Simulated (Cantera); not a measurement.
Input: 1 mol CH2F2, 1.5 mol CH4, 0.3 mol HCl, held at 2027 °C and 6.40e-5 bar.

These are equilibrium values from Cantera (NASA tables, ideal gas, pure condensed phases), not measurements of a reactor. Candidate condensed phases: C, C6H6, C7H8, C8H18; 118 gas species. Kinetics and transport are ignored.

Base state: H 0.506, HF 0.275, H2 0.175, Cl 0.0280, HCl 0.0134, F 0.000945, C2H2 (acetylene) 0.000756, C3 0.000261 (mole fractions); condensed: C(graphite).

What changes in the equilibrium state with this change: CH2F2 replaced by CH3F?


```tsv
species	before	after
H	0.506	0.591
H2	0.175	0.238
HF	0.275	0.130
Cl	0.0280	0.0251
HCl	0.0134	0.0141
F	0.000945	0.000383
CF	1.57e-5	6.38e-6
C2H2 (acetylene)	0.000756	0.00103
C2H	9.88e-5	0.000115
C	0.000131	0.000131
C(graphite), mol	2.48	2.47
```

What changes in the equilibrium state with this change: CH4 from 1.5 to 0.22 mol?


| species | before | after |
|---|---|---|
| HF | 0.275 | 0.604 |
| H | 0.506 | 0.255 |
| Cl | 0.0280 | 0.0734 |
| H2 | 0.175 | 0.0446 |
| HCl | 0.0134 | 0.0178 |
| CF | 1.57e-5 | 6.84e-5 |
| F | 0.000945 | 0.00410 |
| C2H2 (acetylene) | 0.000756 | 0.000193 |
| C(graphite), mol | 2.48 | 1.22 |

What changes in the equilibrium state with this change: CH2F2 replaced by CCl4?


```tsv
species	before	after
H	0.506	0.391
Cl	0.0280	0.367
HCl	0.0134	0.136
HF	0.275	0
H2	0.175	0.105
F	0.000945	0
CF	1.57e-5	0
C2H2 (acetylene)	0.000756	0.000452
C2H	9.88e-5	7.63e-5
C	0.000131	0.000131
C(graphite), mol	2.48	2.48
```
